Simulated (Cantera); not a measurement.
## N2O furnace oxynitridation

An isothermal, constant-pressure homogeneous reactor starts with N₂O : N₂ = 1 : 0.005 (molar parts), at 1248 K and 413 Torr.

Computed with Cantera and GRI-Mech 3.0 (53 species, 325 reactions). GRI-Mech 3.0 was tuned for natural gas; its chemistry of N2O as a main component is partial and can be far from experiment. The mechanism lacks the step 2 NO + O2 → 2 NO2, which can matter for NO2 below about 1400 K. The temperature is held fixed by assumption; the heat of reaction is taken as removed at once.

```csv
t (s),x N₂O,x O₂,x NO,x NO₂,x O,x N₂
3.00e-6,0.995,1.50e-7,4.30e-8,<1e-12,1.00e-6,0.00498
9.17e-6,0.995,1.15e-6,3.29e-7,<1e-12,2.28e-6,0.00498
2.80e-5,0.995,6.60e-6,1.89e-6,8.45e-12,3.46e-6,0.00499
8.57e-5,0.995,2.62e-5,7.50e-6,1.33e-10,3.63e-6,0.00503
0.000262,0.995,8.67e-5,2.48e-5,1.46e-9,3.63e-6,0.00516
0.000801,0.994,0.000272,7.76e-5,1.40e-8,3.63e-6,0.00556
0.00245,0.992,0.000836,0.000239,1.27e-7,3.63e-6,0.00676
0.00749,0.986,0.00255,0.000728,1.04e-6,3.63e-6,0.0104
0.0229,0.969,0.00770,0.00219,6.81e-6,3.62e-6,0.0214
0.0700,0.917,0.0227,0.00643,3.00e-5,3.58e-6,0.0535
0.214,0.783,0.0621,0.0175,9.31e-5,3.46e-6,0.138
0.654,0.507,0.143,0.0391,0.000219,3.08e-6,0.310
2.00,0.179,0.241,0.0612,0.000354,2.02e-6,0.518
```
x: mole fraction; the columns are a selection and need not sum to one.

Equilibrium at this temperature and pressure: N₂O 1.51e-8, O₂ 0.332, NO 0.000324, NO₂ 4.07e-6, O 5.21e-8, N₂ 0.668 (gas phase only).
